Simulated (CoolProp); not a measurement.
Vapour-liquid equilibrium of carbon dioxide (1) + R123 (2) at 254 K; x and y are mole fractions of (1).

Model: multi-fluid Helmholtz-energy mixture model, Span 1996 and Younglove 1994; pair parameters Bell 2016, in CoolProp.

### Question
Give the bubble pressure and the first vapour's composition at x = 0.2, 0.5, 0.875. Is there an azeotrope?

### Answer
x = 0.2: 0.2980 MPa, y = 0.962; x = 0.5: 0.7997 MPa, y = 0.989; x = 0.875: 1.693 MPa, y = 0.998. No azeotrope shows between x = 0.05 and 0.95.

The pair parameters rest on a limited set of measurements; away from them the model extrapolates.
